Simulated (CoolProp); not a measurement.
Vapour-liquid equilibrium of n-hexane (1) + o-xylene (2) at 165.75 °C; x and y are mole fractions of (1).

Model: multi-fluid Helmholtz-energy mixture model, Thol 2019 and Zhou 2012; pair parameters Bell 2016, in CoolProp.

```tsv
x	bubble pressure, mixture model (bar)	bubble pressure, Raoult's law (bar)	y, mixture model	y, Raoult's law
0.05	2.179	2.148	0.232	0.236
0.15	3.055	2.989	0.492	0.508
0.25	3.901	3.829	0.634	0.661
0.35	4.721	4.669	0.726	0.759
0.45	5.522	5.509	0.792	0.827
0.55	6.314	6.350	0.842	0.878
0.65	7.108	7.190	0.884	0.916
0.75	7.917	8.030	0.920	0.946
0.85	8.760	8.871	0.953	0.971
0.95	9.655	9.711	0.984	0.991
```

The largest gap from Raoult's law is +2.2 % in bubble pressure, at x = 0.15. No azeotrope shows between x = 0.05 and 0.95.

The pair parameters rest on a limited set of measurements; away from them the model extrapolates. The gap from Raoult's law changes sign with composition, which may be real or a fault of the pair parameters; it wasn't checked against measurements.
